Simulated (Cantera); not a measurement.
Charge: 1 mol c-C4F8, held at 1448 K and 0.190 bar.

Cantera equilibrium calculation (NASA polynomials, part measured and part estimated; ideal gas, pure solids and liquids). Candidate condensed phases: C; 13 gas species. The feed counts by its element totals alone. Gases not in the tables: C2F6 and larger saturated fluorocarbons. Rates play no part.

Base state: CF4 1.000, CF2 4.38e-5, CF3 2.47e-5 (mole fractions); condensed: C(graphite).

### Question
What changes in the equilibrium state with this change: temperature from 1448 K to 2100 K?

### Answer
```csv
species,before,after
CF4,1.000,0.928
CF2,4.38e-5,0.0542
F,2.75e-6,0.00955
CF,<1e-9,7.09e-5
C2F4,1.05e-8,1.22e-5
"C(graphite), mol",2.00,1.94
```
The tables' values for C2F4 are old estimates; treat these amounts as uncertain.
